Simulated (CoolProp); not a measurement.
Values from CoolProp's reference Helmholtz-energy equation of state, Thol 2019.

Problem. Give the vapour pressure (bar), enthalpy of vaporisation (kJ/kg), liquid cp (kJ/(kg K)) of saturated n-pentane at 304.5, 349.8, 358.9 K.

Solution. 
```
T (K)  p (bar)  enthalpy of vaporisation (kJ/kg)  liquid cp (kJ/(kg K))
-----  -------  --------------------------------  ---------------------
304.5    0.860                               361                   2.35
349.8     3.38                               322                   2.59
358.9     4.25                               312                   2.64
```
